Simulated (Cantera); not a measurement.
**Equilibrium for carbothermic reduction: PbO + CO + N2**

Input: 1 mol PbO, a varied amount of CO, 7.3 mol N2, at 1998.15 K and 0.470 bar.

Equilibrium computed with Cantera from the NASA thermochemical tables; the gas is ideal and each condensed phase is pure. Candidate condensed phases: C, Pb, PbO, PbO2, Pb3O4; 27 gas species. Gases not in the tables: (PbO)n polymers. Equilibrium is a limit: real reactors are often held back by kinetics, nucleation or transport.

```
n(CO) (mol)   x N2    x CO   x CO2    x Pb     x PbO     x NO    x Pb2     x O2
-----------  -----  ------  ------  ------  --------  -------  -------  -------
1.9          0.716  0.0904  0.0959  0.0959   0.00210  3.19e-5  2.11e-5  4.06e-6
2.5          0.676   0.140  0.0913  0.0913   0.00123  1.91e-5  1.91e-5  1.53e-6
3.4          0.624   0.206  0.0847  0.0847  0.000720  1.16e-5  1.65e-5  6.11e-7
4.5          0.570   0.274  0.0777  0.0776  0.000455  7.62e-6  1.38e-5  2.90e-7
6            0.510   0.350  0.0696  0.0696  0.000286  5.06e-6  1.11e-5  1.43e-7
7.9          0.451   0.426  0.0615  0.0615  0.000184  3.45e-6  8.69e-6  7.52e-8
11           0.378   0.518  0.0517  0.0517  0.000107  2.18e-6  6.13e-6  3.59e-8
14           0.327   0.583  0.0448  0.0448   7.10e-5  1.56e-6  4.60e-6  2.13e-8
19           0.267   0.659  0.0366  0.0366   4.19e-5  1.02e-6  3.07e-6  1.11e-8
```
x: gas mole fraction; nothing condenses.

From 1.9 mol CO to 19 mol CO nothing is condensed.
